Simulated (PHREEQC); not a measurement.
Dissolve 0.0032 mol NiSO4, 0.00024 mol NaOH and 0.0132 mol MnSO4 per kg of water at 65 °C. Closed to the air; pH follows from the charge balance.

Model: ion-association model, wateq4f.dat, run in PHREEQC.

Problem. The ionic strength comes out as 0.0383 mol/kgw. What activity coefficients do Mn+2, Ni+2, SO4-2, Na+, NaSO4- get?

Solution. Mn+2 0.49, Ni+2 0.46, SO4-2 0.47, Na+ 0.83, NaSO4- 0.83.

Precipitation was switched off in this run. In wateq4f.dat the enthalpy of Ni(OH)2 has the wrong sign, so its saturation index can't be trusted away from 25 °C. Away from 25 °C the constants follow the database's enthalpies or fits; those with neither stay at their 25 °C values.
